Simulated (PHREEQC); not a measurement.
Make-up at 5 °C: 0.0064 mol/kgw NH4HF2. Closed to the air; pH follows from the charge balance.

Equilibrium calculation in PHREEQC: ion-association model, wateq4f.dat.

This is a speciation only: nothing precipitates in the calculation.

Estimate the pH.

pH 3.12.

In which forms is F present?

F- 55 %, HF 41 %, H2F2 2.2 %, HF2- 1.8 % of the F.

Away from 25 °C the constants follow the database's enthalpies or fits; those with neither stay at their 25 °C values.
